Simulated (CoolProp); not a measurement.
Aqueous sodium chloride as a coolant, at 21 °C, 1 atm.

Values from CoolProp's Melinder's fits for secondary coolants.

```
mass %  freezing point (°C)  conductivity (W/(m K))  density (kg/m³)  viscosity (mPa s)  cp (kJ/(kg K))
------  -------------------  ----------------------  ---------------  -----------------  --------------
3.3                    -2.0                   0.597             1021               1.03           4.009
5.4                    -3.3                   0.595             1037         (withheld)           3.911
7.4                    -4.7                   0.593             1051               1.11           3.826
9.4              (withheld)                   0.591             1066               1.15           3.747
11.4                   -7.7              (withheld)             1081               1.20           3.673
13.5                   -9.5                   0.587             1097               1.26           3.602
15.5                  -11.4                   0.585             1112               1.32           3.539
17.5                  -13.5                   0.583             1127               1.39           3.480
```

Q: Some entries are withheld; supply them.

A: 
- 5.4, viscosity (mPa s): 1.07
- 9.4, freezing point (°C): -6.1
- 11.4, conductivity (W/(m K)): 0.589
